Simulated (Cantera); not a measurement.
An isothermal, constant-pressure homogeneous reactor starts with CH4 : N2 = 1 : 5.7 (molar parts), at 1600 K and 1100 Pa.

Cantera simulation using GRI-Mech 3.0 (53 species, 325 reactions); the numbers are that mechanism's predictions, not measurements. GRI-Mech 3.0 stops at C3 and has no aromatics, soot or wall deposition, so with more carbon than oxygen in the feed, carbon stays in small species such as C2H2 where larger ones or solid carbon would form. Radical loss at walls, strong at low pressure, is not modelled.

x: mole fraction; the columns are a selection and need not sum to one.

```
t (s)      x CH4     x CH3    x C2H2       x H    x C2H4    x C2H6      x H2
--------  ------  --------  --------  --------  --------  --------  --------
0.000300   0.149   2.52e-6    <1e-12   1.05e-7  1.46e-11  5.36e-12   1.21e-6
0.000949   0.149   8.20e-6    <1e-12   1.05e-7  7.24e-10  1.80e-10   4.05e-6
0.00300    0.149   2.61e-5  6.92e-11   1.06e-7   2.68e-8   5.33e-9   1.31e-5
0.00949    0.149         ?         ?         ?         ?         ?         ?
0.0300     0.149  0.000257   8.23e-7   2.55e-7   2.72e-5   2.16e-6  0.000188
0.0949     0.147         ?         ?         ?         ?         ?         ?
0.300      0.119   0.00129   0.00722   2.26e-5   0.00563   6.74e-5    0.0336
0.949     0.0628  0.000719    0.0361   6.52e-5   0.00127   1.96e-5     0.111
3.00      0.0226  0.000313    0.0548  0.000114  0.000170   3.30e-6     0.165
```

Problem. Complete the blanks.

Solution. 
- 0.00949, x CH3: 8.26e-5
- 0.00949, x C2H2: 7.55e-9
- 0.00949, x H: 1.19e-7
- 0.00949, x C2H4: 8.82e-7
- 0.00949, x C2H6: 1.29e-7
- 0.00949, x H2: 4.32e-5
- 0.0949, x CH3: 0.000757
- 0.0949, x C2H2: 9.56e-5
- 0.0949, x H: 1.86e-6
- 0.0949, x C2H4: 0.000722
- 0.0949, x C2H6: 2.29e-5
- 0.0949, x H2: 0.00213
